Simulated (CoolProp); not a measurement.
Vapour pressure (bar) of cyclopropane: the reference equation beside estimates from Tc = 398.7 K, pc = 56.05 bar, ω = 0.131. Clausius-Clapeyron is anchored at 316.2 K with a constant enthalpy of vaporisation of 15.73 kJ/mol.

Computed with CoolProp (reference Helmholtz-energy equation of state, Polt 1992). This equation is an older, rougher fit; its heat capacities, sound speeds and derivatives of the liquid may be far off and weren't checked against measurements.

| T (K) | reference | Lee-Kesler | Clausius-Clapeyron | Redlich-Kwong | Soave-Redlich-Kwong |
|---|---|---|---|---|---|
| 280.1 | 4.301 | 4.284 | 5.298 | 5.053 | 4.283 |
| 286.1 | 5.157 | 5.140 | 6.104 | 6.023 | 5.142 |
| 292.1 | 6.132 | 6.117 | 6.992 | 7.119 | 6.124 |
| 298.2 | 7.256 | 7.243 | 7.983 | 8.370 | 7.259 |
| 304.2 | 8.502 | 8.492 | 9.047 | 9.746 | 8.520 |
| 310.2 | 9.897 | 9.891 | 10.20 | 11.27 | 9.936 |
| 316.2 | 11.45 | 11.45 | 11.45 | 12.96 | 11.52 |
| 322.3 | 13.21 | 13.21 | 12.83 | 14.84 | 13.31 |
| 328.3 | 15.13 | 15.12 | 14.28 | 16.87 | 15.26 |
| 334.3 | 17.24 | 17.23 | 15.84 | 19.08 | 17.40 |
| 340.3 | 19.56 | 19.54 | 17.50 | 21.48 | 19.76 |
| 346.4 | 22.15 | 22.12 | 19.30 | 24.12 | 22.39 |
| 352.4 | 24.92 | 24.88 | 21.18 | 26.92 | 25.20 |
| 358.4 | 27.95 | 27.90 | 23.17 | 29.93 | 28.27 |

Absolute difference from the reference over all 14 rows, mean and median: Lee-Kesler 0.1 and 0.1 %, Clausius-Clapeyron 10.5 and 10.3 %, Redlich-Kwong 12.6 and 12.8 %, Soave-Redlich-Kwong 0.6 and 0.7 %.
